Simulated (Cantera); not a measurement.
An isothermal, constant-pressure homogeneous reactor starts with NO : N₂ = 1 : 7.4 (molar parts), at 1973 K and 0.286 atm.

Detailed kinetics in Cantera: GRI-Mech 3.0 (53 species, 325 reactions).

x: mole fraction; the columns are a selection and need not sum to one.

```json
[
 {"t (s)": "9.00e-6", "x NO": "0.119", "x O₂": "7.28e-12", "x O": "3.52e-8", "x NO₂": "1.40e-10", "x N₂O": "3.51e-8"},
 {"t (s)": "2.75e-5", "x NO": "0.119", "x O₂": "6.78e-11", "x O": "1.07e-7", "x NO₂": "1.28e-9", "x N₂O": "1.07e-7"},
 {"t (s)": "8.41e-5", "x NO": "0.119", "x O₂": "6.32e-10", "x O": "3.26e-7", "x NO₂": "1.11e-8", "x N₂O": "3.21e-7"},
 {"t (s)": "0.000257", "x NO": "0.119", "x O₂": "5.91e-9", "x O": "9.94e-7", "x NO₂": "8.57e-8", "x N₂O": "9.34e-7"},
 {"t (s)": "0.000786", "x NO": "0.119", "x O₂": "5.87e-8", "x O": "3.17e-6", "x NO₂": "5.16e-7", "x N₂O": "2.46e-6"},
 {"t (s)": "0.00240", "x NO": "0.119", "x O₂": "7.19e-7", "x O": "1.11e-5", "x NO₂": "2.37e-6", "x N₂O": "5.01e-6"},
 {"t (s)": "0.00735", "x NO": "0.119", "x O₂": "1.07e-5", "x O": "3.34e-5", "x NO₂": "7.58e-6", "x N₂O": "6.45e-6"},
 {"t (s)": "0.0225", "x NO": "0.119", "x O₂": "?", "x O": "4.83e-5", "x NO₂": "1.10e-5", "x N₂O": "6.45e-6"},
 {"t (s)": "0.0687", "x NO": "0.118", "x O₂": "0.000371", "x O": "5.15e-5", "x NO₂": "1.17e-5", "x N₂O": "6.38e-6"},
 {"t (s)": "0.210", "x NO": "0.116", "x O₂": "0.00125", "x O": "5.96e-5", "x NO₂": "1.35e-5", "x N₂O": "6.17e-6"},
 {"t (s)": "0.642", "x NO": "0.111", "x O₂": "0.00407", "x O": "8.00e-5", "x NO₂": "1.76e-5", "x N₂O": "5.55e-6"},
 {"t (s)": "1.96", "x NO": "0.0929", "x O₂": "0.0130", "x O": "0.000124", "x NO₂": "2.34e-5", "x N₂O": "3.85e-6"},
 {"t (s)": "6.00", "x NO": "?", "x O₂": "?", "x O": "?", "x NO₂": "?", "x N₂O": "?"}
]
```

Some entries are withheld; supply them.


- 0.0225, x O₂: 9.06e-5
- 6.00, x NO: 0.0496
- 6.00, x O₂: 0.0346
- 6.00, x O: 0.000191
- 6.00, x NO₂: 1.97e-5
- 6.00, x N₂O: 1.15e-6
